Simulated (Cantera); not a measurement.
A perfectly stirred reactor is fed with CH₄ : H₂ : CO₂ = 0.0035 : 1 : 0.004 (molar parts), at 0.0385 atm; it is held at 2825 K, and followed from long to short residence time.

Detailed kinetics in Cantera: GRI-Mech 3.0 (53 species, 325 reactions). Radical loss at walls, strong at low pressure, is not modelled.

Question: What does this change do: H2 1 to 0.3 parts?

Answer: 
```json
[
 {"quantity": "x(CH₄) at τ = 0.360 s", "before": "1.57e-7", "after": "1.86e-7"},
 {"quantity": "x(H₂) at τ = 0.360 s", "before": "0.662", "after": "0.652"},
 {"quantity": "x(CO₂) at τ = 0.360 s", "before": "5.80e-7", "after": "5.26e-6"},
 {"quantity": "x(OH) at τ = 0.360 s", "before": "5.20e-5", "after": "0.000162"},
 {"quantity": "x(CH₂) at τ = 0.360 s", "before": "1.09e-6", "after": "1.16e-6"},
 {"quantity": "x(CH₄) at τ = 3.80 ms", "before": "0.000406", "after": "0.000658"},
 {"quantity": "x(H₂) at τ = 3.80 ms", "before": "0.932", "after": "0.906"},
 {"quantity": "x(CO₂) at τ = 3.80 ms", "before": "6.46e-5", "after": "0.000202"},
 {"quantity": "x(OH) at τ = 3.80 ms", "before": "5.80e-5", "after": "0.000172"},
 {"quantity": "x(CH₂) at τ = 3.80 ms", "before": "4.68e-5", "after": "9.44e-5"}
]
```

Question: What does this change do: pressure from 0.0385 atm to 0.217 atm?

Answer: 
```
quantity                 before    after
---------------------  --------  -------
x(CH₄) at τ = 0.360 s   1.57e-7  9.32e-7
x(H₂) at τ = 0.360 s      0.662    0.820
x(CO₂) at τ = 0.360 s   5.80e-7  5.46e-7
x(OH) at τ = 0.360 s    5.20e-5  2.62e-5
x(CH₂) at τ = 0.360 s   1.09e-6  1.19e-6
x(CH₄) at τ = 3.80 ms  0.000406  5.66e-5
x(H₂) at τ = 3.80 ms      0.932    0.883
x(CO₂) at τ = 3.80 ms   6.46e-5  7.40e-6
x(OH) at τ = 3.80 ms    5.80e-5  5.81e-5
x(CH₂) at τ = 3.80 ms   4.68e-5  2.48e-5
```

Question: What does this change do: CO2 0.004 to 0.00073 parts?

Answer: 
```
quantity                 before     after
---------------------  --------  --------
x(CH₄) at τ = 0.360 s   1.57e-7   6.97e-7
x(H₂) at τ = 0.360 s      0.662     0.664
x(CO₂) at τ = 0.360 s   5.80e-7   1.89e-8
x(OH) at τ = 0.360 s    5.20e-5   2.25e-7
x(CH₂) at τ = 0.360 s   1.09e-6   5.07e-6
x(CH₄) at τ = 3.80 ms  0.000406  0.000410
x(H₂) at τ = 3.80 ms      0.932     0.938
x(CO₂) at τ = 3.80 ms   6.46e-5   1.14e-5
x(OH) at τ = 3.80 ms    5.80e-5   1.05e-5
x(CH₂) at τ = 3.80 ms   4.68e-5   4.78e-5
```
GRI-Mech 3.0 stops at C3 and has no aromatics, soot or wall deposition, so with more carbon than oxygen in the feed, carbon stays in small species such as C2H2 where larger ones or solid carbon would form.
